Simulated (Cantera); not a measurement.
## Low-pressure radical oxidation in H2/O2

An isothermal, constant-pressure homogeneous reactor starts with 0.567 % H2, 99.4 % O2, at 1325 K and 0.0263 atm.

Model: the H2/O2 subset of GRI-Mech 3.0, which has no nitrogen chemistry, integrated in Cantera. Radical loss at walls, strong at low pressure, is not modelled.

```json
[
 {"t (s)": "9.00e-6", "x H2": "0.00567", "x O2": "0.994", "x H2O2": "<1e-12", "x O": "2.26e-10", "x OH": "2.25e-10", "x HO2": "7.91e-10"},
 {"t (s)": "4.19e-5", "x H2": "0.00567", "x O2": "0.994", "x H2O2": "<1e-12", "x O": "2.68e-9", "x OH": "2.62e-9", "x HO2": "3.69e-9"},
 {"t (s)": "0.000195", "x H2": "0.00567", "x O2": "0.994", "x H2O2": "4.00e-12", "x O": "2.16e-8", "x OH": "1.95e-8", "x HO2": "1.72e-8"},
 {"t (s)": "0.000911", "x H2": "0.00567", "x O2": "0.994", "x H2O2": "7.45e-11", "x O": "4.61e-7", "x OH": "3.70e-7", "x HO2": "8.08e-8"},
 {"t (s)": "0.00424", "x H2": "0.00156", "x O2": "0.990", "x H2O2": "4.94e-8", "x O": "0.00313", "x OH": "0.00135", "x HO2": "1.12e-6"},
 {"t (s)": "0.0198", "x H2": "1.22e-5", "x O2": "0.989", "x H2O2": "1.41e-8", "x O": "0.00456", "x OH": "0.000609", "x HO2": "5.96e-7"},
 {"t (s)": "0.0921", "x H2": "7.93e-6", "x O2": "0.991", "x H2O2": "1.24e-8", "x O": "0.00293", "x OH": "0.000493", "x HO2": "4.74e-7"},
 {"t (s)": "0.429", "x H2": "2.18e-6", "x O2": "0.993", "x H2O2": "7.19e-9", "x O": "0.000789", "x OH": "0.000259", "x HO2": "2.24e-7"},
 {"t (s)": "2.00", "x H2": "2.30e-7", "x O2": "0.994", "x H2O2": "1.70e-9", "x O": "8.22e-5", "x OH": "8.45e-5", "x HO2": "4.85e-8"}
]
```
x: mole fraction; the columns are a selection and need not sum to one.

Equilibrium at this temperature and pressure: H2 4.71e-9, O2 0.994, H2O2 6.12e-11, O 1.69e-6, OH 1.22e-5, HO2 1.46e-8 (gas phase only).
